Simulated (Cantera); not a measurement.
Feed: 1 mol C, 2.3 mol H2, held at 2625 K and 0.0300 bar.

Method: chemical equilibrium by Gibbs-energy minimisation in Cantera with the NASA 1993 tables (ideal gas, pure condensed phases). Candidate condensed phases: C, C6H6, C7H8, C8H18; 76 gas species. The numbers say what is thermodynamically allowed, not how fast it happens.

Base state: H2 0.770, H 0.215, C2H2 (acetylene) 0.0138, C2H 0.000355, C3 0.000105, C4H2 0.000102, C 2.85e-5, C2H2 (vinylidene) 1.60e-5 (mole fractions); condensed: C(graphite).

### Question
What changes in the equilibrium state with this change: pressure from 0.0300 bar to 27.0 bar?

### Answer
```csv
species,before,after
H2,0.770,0.971
C2H2 (acetylene),0.0138,0.0173
H,0.215,0.00805
C3H4 (propyne),1.03e-8,1.47e-5
C2H4,1.52e-7,0.000217
CH4,2.21e-6,0.00315
"C(graphite), mol",0.925,0.909
```
